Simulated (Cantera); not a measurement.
Feed: 1 mol SiH₄, 0.2 mol NH₃, held at 1325 K and 133 Pa.

Method: chemical equilibrium by Gibbs-energy minimisation in Cantera with the NASA 1993 tables (ideal gas, pure condensed phases). Candidate condensed phases: Si, Si₃N₄; 18 gas species. Mutual solubility and eutectic melting of coexisting phases are not modelled. Kinetics and transport are ignored.

Q: What is the equilibrium state?

A: 
```json
{
 "x(H₂)": "0.999",
 "x(N₂)": "0.000712",
 "x(H)": "4.48e-5",
 "n(Si(s))": "0.852 mol",
 "n(Si₃N₄(s))": "0.0492 mol",
 "gas_amount": "2.302 mol"
}
```
